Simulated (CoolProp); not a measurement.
Vapour-liquid equilibrium of dimethyl carbonate (1) + n-octane (2) at 122.55 °C; x and y are mole fractions of (1).

The numbers come from the multi-fluid Helmholtz-energy mixture model, Zhou 2011 and Beckmüller 2019; pair parameters Bell 2016 in CoolProp.

Problem. Give the bubble pressure and the first vapour's composition at x = 0.05, 0.35, 0.5. Is there an azeotrope?

Solution. x = 0.05: 122.3 kPa, y = 0.266; x = 0.35: 223.2 kPa, y = 0.678; x = 0.5: 243.5 kPa, y = 0.736. y crosses x between x = 0.8 and 0.95: the model has an azeotrope there.

Pair parameters are fitted to limited data, so mixtures are less certain than the pure fluids.
